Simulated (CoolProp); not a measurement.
Vapour-liquid equilibrium of R1234yf (1) + R1234ze(E) (2) at -1.85 °C; x and y are mole fractions of (1).

The numbers come from the multi-fluid Helmholtz-energy mixture model, Lemmon 2022 and Thol 2016; pair parameters Bell 2022 in CoolProp.

```
x     bubble pressure, mixture model (kPa)  bubble pressure, Raoult's law (kPa)  y, mixture model  y, Raoult's law
----  ------------------------------------  -----------------------------------  ----------------  ---------------
0.05                                 207.7                                206.9             0.073            0.072
0.2                                  223.3                                221.1             0.267            0.268
0.35                                 237.8                                235.2             0.434            0.441
0.5                                  251.6                                249.4             0.584            0.595
0.65                                 265.1                                263.5             0.720            0.731
0.8                                  278.5                                277.7             0.846            0.854
0.95                                 292.0                                291.8             0.963            0.965
```

The largest gap from Raoult's law is +1.1 % in bubble pressure, at x = 0.35. No azeotrope shows between x = 0.05 and 0.95.

Pair parameters are fitted to limited data, so mixtures are less certain than the pure fluids.
